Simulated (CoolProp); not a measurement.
A closed Brayton cycle with carbon dioxide: compressor inlet 324.15 K and 9.9 MPa, high pressure 19.5 MPa, turbine inlet 890 K, compressor efficiency 0.89, turbine efficiency 0.85, recuperator effectiveness 0.9 (on enthalpy, no pinch check). Each further row changes one setting.

Computed with CoolProp (reference Helmholtz-energy equation of state, Span 1996).

```csv
case,thermal efficiency (%),net work (kJ/kg),compressor to turbine work,compressor exit (K),turbine exit (K)
as stated,30.4,68.8,0.27,368.3,808.2
turbine inlet 840 K,…,63.1,0.28,368.3,…
compressor inlet 334.15 K,30.1,…,0.33,…,808.2
high pressure 16.6 MPa,27.3,…,0.25,…,…
recuperator effectiveness 0.5,15.7,68.8,0.27,368.3,808.2
```

Problem. Complete the blanks.

Solution. 
- turbine inlet 840 K, thermal efficiency (%): 29.3
- turbine inlet 840 K, turbine exit (K): 761.0
- compressor inlet 334.15 K, net work (kJ/kg): 62.8
- compressor inlet 334.15 K, compressor exit (K): 387.5
- high pressure 16.6 MPa, net work (kJ/kg): 54.2
- high pressure 16.6 MPa, compressor exit (K): 357.8
- high pressure 16.6 MPa, turbine exit (K): 827.3
